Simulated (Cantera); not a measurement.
A Cantera script and what it prints.

```python
import numpy as np
import cantera as ct

gas_names = """
    AL ALI ALI3 ALN AL2 AL2I6 I I2 N N2
""".split()
cond_names = """
    AL(cr) AL(L) ALI3(s) ALI3(L) ALN(s) I2(cr) I2(L)
""".split()


def load(file, names, dense=False):
    # The tables refer to 1 bar. Condensed volumes are neglected.
    table = {s.name: s for s in ct.Species.list_from_file(file)}
    out = []
    for n in names:
        d = dict(table[n].input_data)
        d["thermo"] = dict(d["thermo"], **{"reference-pressure": 1e5})
        if dense:
            d["equation-of-state"] = {"model": "constant-volume", "density": "1e6 g/cm^3"}
        out.append(ct.Species.from_dict(d))
    return out


gas = ct.Solution(thermo="ideal-gas", species=load("nasa_gas.yaml", gas_names))
cond = {s.name: ct.Solution(thermo="fixed-stoichiometry", species=[s], name=s.name)
        for s in load("nasa_condensed.yaml", cond_names, dense=True)}
atoms = {
    'Al': {'AL': 1},
    'I2': {'I': 2},
    'N2': {'N': 2},
}
top_T = {'ALN(s)': 2750}  # K; cautious upper limits of use, not melting points


def equilibrate(T, P, feed):
    n = {}
    for name, mol in feed.items():
        for a, k in atoms[name].items():
            n[a] = n.get(a, 0.0) + k * mol
    gas.TPX = T, P, n
    mass = sum(n.values()) * gas.mean_molecular_weight
    gas.equilibrate("TP")
    valid = [c for c in cond.values() if c.min_temp <= T <= top_T.get(c.name, c.max_temp)]
    mix = ct.Mixture([(gas, mass / gas.mean_molecular_weight)] + [(c, 0.0) for c in valid])
    mix.T, mix.P = T, P
    mix.equilibrate("TP", solver="vcs", rtol=1e-11, max_steps=5000)
    return mix


results = []
T = 873  # K
P = 1000  # Pa
for m in [0.62, 0.87, 1.1, 1.4, 1.6, 1.9, 2.1, 2.4, 2.6]:
    feed = {'Al': 1, 'I2': m, 'N2': 0.49}  # mol
    mix = equilibrate(T, P, feed)
    results.append((T, P, feed, dict(zip(mix.species_names, mix.species_moles))))

top = {s: max(r[3][s] / sum(r[3][g] for g in gas_names) for r in results) for s in gas_names}
cols = sorted((s for s in top if top[s] > 1e-06), key=lambda s: -top[s])[:6]
seen = [c for c in cond_names if any(r[3].get(c, 0) > 1e-12 for r in results)]
print("log10 of partial pressures in bar; condensed amounts in mol")
print(f"{'n(I2)':>10s}" + "".join(f"{s[:9]:>10s}" for s in cols + seen))
for T, P, feed, n in results:
    ng = sum(n[g] for g in gas_names)
    print(f"{feed['I2']:10.4g}" + "".join(f"{np.log10(max(n[s] / ng * P / 1e5, 1e-99)):10.3f}" for s in cols)
          + "".join(f"{n.get(c, 0):10.4g}" for c in seen))
```

It prints:

```
log10 of partial pressures in bar; condensed amounts in mol
     n(I2)      ALI3        I2        N2         I     AL2I6    ALN(s)
      0.62    -2.221    -3.128    -2.546    -3.403    -5.733    0.6258
      0.87    -2.223    -3.128    -2.541    -3.403    -5.738    0.4752
       1.1    -2.224    -3.128    -2.539    -3.403    -5.740    0.3366
       1.4    -2.225    -3.128    -2.537    -3.403    -5.742    0.1558
       1.6    -2.226    -3.128    -2.536    -3.403    -5.743   0.03531
       1.9    -2.290    -2.757    -2.600    -3.218    -5.871         0
       2.1    -2.336    -2.617    -2.646    -3.148    -5.963         0
       2.4    -2.397    -2.495    -2.706    -3.087    -6.085         0
       2.6    -2.433    -2.441    -2.742    -3.060    -6.157         0
```

Method: chemical equilibrium by Gibbs-energy minimisation in Cantera with the NASA 1993 tables (ideal gas, pure condensed phases).
